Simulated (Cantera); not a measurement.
A perfectly stirred reactor is fed with C2H6 : O2 : N2 : H2O = 1 : 6.36 : 23.9 : 1.8 (molar parts), at 10.0 bar; it is adiabatic with a 798 K inlet, and is followed from long to short residence time, starting on the burning branch (τ in s: 0.25, 0.092, 0.034, 0.013, 0.0048, 0.0018, 0.00066, 0.00025, 9.2e-05, 3.4e-05, 1.3e-05, 4.8e-06).

Computed with Cantera and GRI-Mech 3.0 (53 species, 325 reactions).

### Question
Predict: blow-out, bracketed by the residence times tried; x(C2H6) at τ = 0.250 s; x(O2) at τ = 0.250 s; x(H2O) at τ = 0.250 s; x(N2O) at τ = 0.250 s; x(CH3) at τ = 0.250 s; x(C2H6) at τ = 0.660 ms; x(O2) at τ = 0.660 ms; x(H2O) at τ = 0.660 ms; x(N2O) at τ = 0.660 ms; x(CH3) at τ = 0.660 ms.

### Answer
| Property | Value |
|---|---|
| blow-out, bracketed by the residence times tried | burning at 92.0 µs, out at 34.0 µs |
| x(C2H6) at τ = 0.250 s | 6.48e-8 |
| x(O2) at τ = 0.250 s | 0.0849 |
| x(H2O) at τ = 0.250 s | 0.143 |
| x(N2O) at τ = 0.250 s | 6.64e-7 |
| x(CH3) at τ = 0.250 s | 5.24e-8 |
| x(C2H6) at τ = 0.660 ms | 1.16e-5 |
| x(O2) at τ = 0.660 ms | 0.0858 |
| x(H2O) at τ = 0.660 ms | 0.141 |
| x(N2O) at τ = 0.660 ms | 2.50e-6 |
| x(CH3) at τ = 0.660 ms | 5.55e-6 |
